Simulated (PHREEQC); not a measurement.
PHREEQC input (ion-association model, phreeqc.dat):

```
SOLUTION 0
  temp 25
  units mmol/kgw
  pH 7 charge
  Cl 33.01
  Na 15
  Mg 9
  Br 0.69
  K 0.69
  O(0) 1 O2(g) -0.68
SOLUTION 1-40
  temp 25
  units mmol/kgw
  pH 7 charge
  Cl 84.01
  Li 84
  S(6) 28
  Na 56
  O(0) 1 O2(g) -0.68
END
EXCHANGE 1-40
  X 0.017
  -equilibrate 1
END
SELECTED_OUTPUT 1
  -reset false
  -pH true
  -pe true
  -ionic_strength true
  -water true
  -step true
  -totals Br Cl K Li Mg Na S S(-2) S(6)
  -molalities LiX NaX MgX2 KX
  -saturation_indices Halite Sylvite
PRINT
  -reset false
TRANSPORT
  -cells 40
  -shifts 120
  -lengths 0.0025
  -time_step 60
  -dispersivities 0.005
  -boundary_conditions flux flux
  -correct_disp true
  -punch_cells 40
  -punch_frequency 4
END
```

Selected output (columns that matter, 17 of 31 rows; pore volumes added in front):

```
pore volumes	pH	mu	Br	Cl	K	Li	Mg	Na	S	m_LiX	m_NaX	m_MgX2	si_Halite	si_Sylvite
0	5.3407	0.15862	0	0.08401	0	0.084	0	0.056	0.028	0.0094531	0.0075469	0	-4.1678	-1000
0.2125	5.3407	0.15862	8.7983e-12	0.08401	1.4703e-17	0.084	9.6173e-22	0.056	0.028	0.0094531	0.0075469	1.3688e-21	-4.1678	-19.101
0.4125	5.3403	0.15832	1.7281e-06	0.083882	1.7295e-09	0.083834	8.393e-12	0.0559	0.02793	0.0094522	0.0075478	1.1995e-11	-4.169	-11.031
0.6125	5.3298	0.14954	5.1605e-05	0.080196	4.2741e-07	0.078924	6.147e-09	0.053125	0.025906	0.0094117	0.007588	9.9188e-09	-4.2057	-8.6519
0.8125	5.2914	0.12156	0.00020933	0.068538	4.5875e-06	0.0631	4.9047e-08	0.044643	0.019505	0.0091972	0.0077986	1.2266e-07	-4.3315	-7.6679
0.9125	5.2628	0.10412	0.00030662	0.061347	9.359e-06	0.053184	6.6685e-08	0.039564	0.015557	0.0089801	0.00801	2.3079e-07	-4.4189	-7.3909
1.1125	5.1981	0.073292	0.00047658	0.048785	2.6998e-05	0.035375	6.5971e-08	0.031171	0.0086607	0.0082436	0.0087179	4.7185e-07	-4.5932	-6.997
1.3125	5.1402	0.053191	0.0005857	0.040719	7.3639e-05	0.022926	5.283e-08	0.026761	0.0042326	0.0070205	0.0098428	7.1441e-07	-4.7133	-6.6118
1.5125	5.1004	0.042462	0.00064331	0.036461	0.00025829	0.014792	8.032e-07	0.025832	0.0018948	0.0052967	0.011115	1.5994e-05	-4.7603	-6.0965
1.7125	5.0777	0.039609	0.00067031	0.034465	0.0007964	0.0077078	0.002554	0.023112	0.00079899	0.0009295	0.0033502	0.0060711	-4.8277	-5.6258
1.9125	5.0695	0.041368	0.00068204	0.033599	0.0007593	0.0030546	0.0064754	0.018152	0.00032316	0.00025066	0.0017907	0.0072917	-4.9459	-5.6598
2.1125	5.0668	0.042108	0.00068687	0.033241	0.00073027	0.0012317	0.0079596	0.016291	0.00012688	9.2436e-05	0.0014698	0.0075538	-4.9985	-5.6824
2.2125	5.0662	0.042303	0.00068806	0.033154	0.00072055	0.00078219	0.0083274	0.015832	7.8831e-05	5.7559e-05	0.0014006	0.0076112	-5.0123	-5.6896
2.4125	5.0656	0.042521	0.00068926	0.033065	0.00070738	0.00031457	0.0087173	0.015348	3.0033e-05	2.2692e-05	0.001331	0.0076694	-5.0272	-5.6991
2.6125	5.0654	0.04262	0.00068972	0.033031	0.00069974	0.00012593	0.0088807	0.015146	1.1286e-05	9.0111e-06	0.001303	0.0076932	-5.0335	-5.7044
2.8125	5.0653	0.042664	0.0006899	0.033018	0.00069537	5.0183e-05	0.0089496	0.015061	4.1971e-06	3.579e-06	0.0012914	0.0077031	-5.0362	-5.7073
3.0125	5.0653	0.042684	0.00068996	0.033013	0.00069292	1.9918e-05	0.0089787	0.015026	1.5486e-06	1.4185e-06	0.0012866	0.0077073	-5.0373	-5.709
```

Species that the database lacks are ignored.
